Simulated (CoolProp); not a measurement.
Vapour-liquid equilibrium of benzene (1) + ethanol (2) at 320.1 K; x and y are mole fractions of (1).

The numbers come from the multi-fluid Helmholtz-energy mixture model, Thol 2012 and Schroeder 2014; pair parameters Bell 2016 in CoolProp.

| x | bubble pressure (bar) | y at the bubble point | dew pressure at overall composition x (bar) | liquid density (mol/L) |
|---|---|---|---|---|
| 0.05 | 0.2995 | 0.193 | 0.2641 | 16.17 |
| 0.15 | 0.3748 | 0.413 | 0.2880 | 15.31 |
| 0.25 | 0.4215 | 0.518 | 0.3163 | 14.54 |
| 0.35 | 0.4438 | 0.568 | 0.3502 | 13.85 |
| 0.45 | 0.4514 | 0.590 | 0.3906 | 13.23 |
| 0.55 | 0.4530 | 0.598 | 0.4360 | 12.67 |
| 0.65 | 0.4529 | 0.603 | 0.4400 | 12.18 |
| 0.75 | 0.4500 | 0.618 | 0.4025 | 11.74 |
| 0.85 | 0.4343 | 0.666 | 0.3670 | 11.36 |
| 0.95 | 0.3800 | 0.812 | 0.3359 | 11.03 |

y crosses x between x = 0.55 and 0.65: the model has an azeotrope there.

Pair parameters are fitted to limited data, so mixtures are less certain than the pure fluids. With so large a gap from Raoult's law the liquid may split in two, which this calculation doesn't test in full.
